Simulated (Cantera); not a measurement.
Input (Python, Cantera) and output of one run.

```python
import numpy as np
import cantera as ct

gas_names = """
    CL CL2 H HCL H2 Si SiCL SiCL2 SiCL3 SiCL4 SiH SiHCL3 SiH2 SiH2CL2 SiH3 SiH3CL SiH4 Si2 Si3
""".split()
cond_names = """
    Si(cr) Si(L)
""".split()


# ... load() reads the species with a 1 bar reference pressure and builds the phases ...
atoms = {
    'SiH2Cl2': {'Si': 1, 'H': 2, 'CL': 2},
    'H2': {'H': 2},
}
top_T = {}  # K; cautious upper limits of use, not melting points


# ... equilibrate(T, P, feed) seeds the gas with the atoms and calls Mixture.equilibrate('TP', solver="vcs", rtol=1e-11, max_steps=5000) ...
results = []
T = 1575  # K
P = 10000  # Pa
for m in [6.4, 8.5, 11, 15, 20, 26, 34, 45, 60, 80, 110, 140]:
    feed = {'SiH2Cl2': 1, 'H2': m}  # mol
    mix = equilibrate(T, P, feed)
    results.append((T, P, feed, dict(zip(mix.species_names, mix.species_moles))))

top = {s: max(r[3][s] / sum(r[3][g] for g in gas_names) for r in results) for s in gas_names}
cols = sorted((s for s in top if top[s] > 0.0001), key=lambda s: -top[s])[:7]
seen = [c for c in cond_names if any(r[3].get(c, 0) > 1e-12 for r in results)]
print("log10 of partial pressures in bar; condensed amounts in mol")
print(f"{'n(H2)':>10s}" + "".join(f"{s[:9]:>10s}" for s in cols + seen))
for T, P, feed, n in results:
    ng = sum(n[g] for g in gas_names)
    print(f"{feed['H2']:10.4g}" + "".join(f"{np.log10(max(n[s] / ng * P / 1e5, 1e-99)):10.3f}" for s in cols)
          + "".join(f"{n.get(c, 0):10.4g}" for c in seen))
```

It prints:

```
log10 of partial pressures in bar; condensed amounts in mol
     n(H2)        H2       HCL     SiCL2     SiCL3     SiCL4    SiHCL3         H    Si(cr)
       6.4    -1.083    -1.938    -2.263    -3.463    -4.245    -4.264    -4.923    0.5041
       8.5    -1.068    -1.996    -2.394    -3.658    -4.505    -4.452    -4.915    0.5457
        11    -1.056    -2.054    -2.523    -3.852    -4.763    -4.640    -4.909    0.5858
        15    -1.044    -2.132    -2.690    -4.104    -5.099    -4.885    -4.903    0.6357
        20    -1.034    -2.211    -2.858    -4.355    -5.435    -5.132    -4.899    0.6822
        26    -1.028    -2.289    -3.021    -4.599    -5.760    -5.373    -4.895    0.7236
        34    -1.022    -2.374    -3.196    -4.862    -6.110    -5.633    -4.892    0.7638
        45    -1.017    -2.468    -3.388    -5.150    -6.494    -5.918    -4.890    0.8027
        60    -1.013    -2.568    -3.593    -5.458    -6.905    -6.225    -4.888    0.8385
        80    -1.010    -2.674    -3.807    -5.779    -7.332    -6.543    -4.886    0.8696
       110    -1.007    -2.795    -4.051    -6.145    -7.821    -6.909    -4.885    0.8986
       140    -1.006    -2.889    -4.241    -6.430    -8.201    -7.193    -4.884    0.9169
```

Method: chemical equilibrium by Gibbs-energy minimisation in Cantera with the NASA 1993 tables (ideal gas, pure condensed phases). The tables' values for SiCl3 are old estimates; treat these amounts as uncertain.
